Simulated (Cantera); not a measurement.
## N2O furnace oxynitridation

A perfectly stirred reactor is fed with N₂O : H₂ : N₂ = 1 : 0.012 : 2.2 (molar parts), at 900 Torr; it is held at 1425 K, and followed from long to short residence time.

Computed with Cantera and GRI-Mech 3.0 (53 species, 325 reactions). GRI-Mech 3.0 was tuned for natural gas; its chemistry of N2O as a main component is partial and can be far from experiment. The temperature is held fixed by assumption; the heat of reaction is taken as removed at once.

| τ (s) | x N₂O | x H₂ | x NO₂ | x O | x O₂ |
|---|---|---|---|---|---|
| 0.37 | 0.0354 | 6.62e-6 | 0.000238 | 1.26e-5 | 0.104 |
| 0.13 | 0.0764 | 1.53e-5 | 0.000265 | 1.77e-5 | 0.0855 |
| 0.048 | 0.138 | 3.53e-5 | 0.000246 | 2.25e-5 | 0.0612 |
| 0.017 | 0.210 | 8.59e-5 | 0.000189 | 2.62e-5 | 0.0347 |
| 0.0061 | 0.262 | 0.000204 | 0.000125 | 2.80e-5 | 0.0160 |
| 0.0022 | 0.290 | 0.000460 | 6.80e-5 | 2.84e-5 | 0.00643 |
| 0.00079 | 0.302 | 0.000966 | 2.55e-5 | 2.74e-5 | 0.00237 |
| 0.00028 | 0.307 | 0.00182 | 6.58e-6 | 2.52e-5 | 0.000804 |
| 0.00010 | 0.310 | 0.00283 | 1.29e-6 | 2.21e-5 | 0.000248 |
x: mole fraction; the columns are a selection and need not sum to one.
